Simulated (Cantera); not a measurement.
Charge: 1 mol Si₂Cl₆, 32 mol N₂, equilibrated at 2.10 Torr.

These are equilibrium values from Cantera (NASA tables, ideal gas, pure condensed phases), not measurements of a reactor. Candidate condensed phases: Si, Si₃N₄; 13 gas species. The feed counts by its element totals alone. N₂ is the only nitrogen source here; it is nearly inert below about 1500 K, so the nitride shown seldom forms there in practice. Kinetics and transport are ignored.

### Question
Which condensed phases are stable at each of these points (T (K)): 1073, 1123, 1173, 1223, 1273, 1323, 1373, 1423, 1473, 1523, 1573, 1623?

### Answer
```
T (K)  condensed phases  Si condensed (%)
-----  ----------------  ----------------
1073           Si₃N₄(s)              24.8
1123           Si₃N₄(s)              24.4
1173           Si₃N₄(s)              23.5
1223           Si₃N₄(s)              21.3
1273           Si₃N₄(s)              16.3
1323           Si₃N₄(s)               6.4
1373           gas only               0.0
1423           gas only               0.0
1473           gas only               0.0
1523           gas only               0.0
1573           gas only               0.0
1623           gas only               0.0
```

From 1073 K to 1323 K the condensed part is Si₃N₄(s). From 1373 K to 1623 K nothing is condensed.
